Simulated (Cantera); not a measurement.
A closed system holds: 1 mol C2F6, a varied amount of F2, equilibrated at 2300 K and 67.0 mbar.

Method: chemical equilibrium by Gibbs-energy minimisation in Cantera with the NASA 1993 tables (ideal gas, pure condensed phases). Candidate condensed phases: C; 13 gas species. The feed counts by its element totals alone. Gases not in the tables: C2F6 and larger saturated fluorocarbons. Kinetics and transport are ignored.

### Question
What share of the C ends up in condensed phases as a function of n(F2) (mol), at 0.18, 0.22, 0.26, 0.31, 0.37, 0.44, 0.53, 0.63, 0.75, 0.9, 1.1?

### Answer
```tsv
n(F2) (mol)	C condensed (%)	as
0.18	7.6	C(graphite)
0.22	6.4	C(graphite)
0.26	5.2	C(graphite)
0.31	3.8	C(graphite)
0.37	2.0	C(graphite)
0.44	0.0	-
0.53	0.0	-
0.63	0.0	-
0.75	0.0	-
0.9	0.0	-
1.1	0.0	-
```
